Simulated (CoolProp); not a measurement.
Vapour-liquid equilibrium of benzene (1) + n-octane (2) at 7.32 bar; x and y are mole fractions of (1).

Computed with CoolProp (multi-fluid Helmholtz-energy mixture model, Thol 2012 and Beckmüller 2019; pair parameters Bell 2016).

```tsv
x	bubble temperature (K)	y at the bubble point	dew temperature at overall composition x (K)	liquid density (mol/L)
0.05	484.6	0.101	486.7	4.619
0.125	478.5	0.240	483.6	4.857
0.2	472.7	0.362	480.3	5.106
0.275	467.4	0.468	476.9	5.367
0.35	462.5	0.558	473.3	5.643
0.425	458.0	0.635	469.6	5.935
0.5	454.0	0.701	465.6	6.245
0.575	450.4	0.758	461.5	6.579
0.65	447.1	0.809	457.1	6.939
0.725	444.1	0.854	452.5	7.331
0.8	441.3	0.897	447.6	7.760
0.875	438.7	0.936	442.7	8.234
0.95	436.3	0.975	437.8	8.758
```

No azeotrope shows between x = 0.05 and 0.95.

The pair parameters rest on a limited set of measurements; away from them the model extrapolates.
